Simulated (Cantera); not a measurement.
An adiabatic, constant-volume homogeneous reactor starts with CO : H₂ : CH₄ : O₂ : N₂ = 1 : 0.033 : 0.84 : 3.49 : 13.1 (molar parts), at 1100 K and 5.00 bar. Integrator tolerance rtol = 1e-08.

Model: GRI-Mech 3.0 (53 species, 325 reactions), integrated in Cantera.

**Question.** What does this change do: CH4 0.84 to 0.31 parts?

**Answer.** 
```json
[
 {"quantity": "time of steepest temperature rise", "before": "24.0 ms", "after": "4.08 ms"},
 {"quantity": "temperature at 8.00 s", "before": "2632 K", "after": "2116 K"},
 {"quantity": "equilibrium temperature", "before": "2632 K", "after": "2116 K"},
 {"quantity": "x(CO) at 8.00 s", "before": "0.00774 (gas-phase equilibrium 0.00774)", "after": "0.000225 (gas-phase equilibrium 0.000225)"},
 {"quantity": "x(H₂) at 8.00 s", "before": "0.00112 (gas-phase equilibrium 0.00112)", "after": "2.22e-5 (gas-phase equilibrium 2.22e-5)"},
 {"quantity": "x(CH₄) at 8.00 s", "before": "<1e-12 (gas-phase equilibrium <1e-12)", "after": "<1e-12 (gas-phase equilibrium <1e-12)"},
 {"quantity": "x(O₂) at 8.00 s", "before": "0.0653 (gas-phase equilibrium 0.0653)", "after": "0.131 (gas-phase equilibrium 0.131)"},
 {"quantity": "x(CH₃) at 8.00 s", "before": "<1e-12 (gas-phase equilibrium <1e-12)", "after": "<1e-12 (gas-phase equilibrium <1e-12)"},
 {"quantity": "x(HO₂) at 8.00 s", "before": "1.44e-5 (gas-phase equilibrium 1.44e-5)", "after": "3.29e-6 (gas-phase equilibrium 3.29e-6)"}
]
```

**Question.** What does this change do: H2 0.033 to 0.079 parts?

**Answer.** 
```csv
quantity,before,after
time of steepest temperature rise,24.0 ms,10.2 ms
temperature at 8.00 s,2632 K,2642 K
equilibrium temperature,2632 K,2642 K
x(CO) at 8.00 s,0.00774 (gas-phase equilibrium 0.00774),0.00812 (gas-phase equilibrium 0.00812)
x(H₂) at 8.00 s,0.00112 (gas-phase equilibrium 0.00112),0.00121 (gas-phase equilibrium 0.00121)
x(CH₄) at 8.00 s,<1e-12 (gas-phase equilibrium <1e-12),<1e-12 (gas-phase equilibrium <1e-12)
x(O₂) at 8.00 s,0.0653 (gas-phase equilibrium 0.0653),0.0640 (gas-phase equilibrium 0.0640)
x(CH₃) at 8.00 s,<1e-12 (gas-phase equilibrium <1e-12),<1e-12 (gas-phase equilibrium <1e-12)
x(HO₂) at 8.00 s,1.44e-5 (gas-phase equilibrium 1.44e-5),1.47e-5 (gas-phase equilibrium 1.47e-5)
```
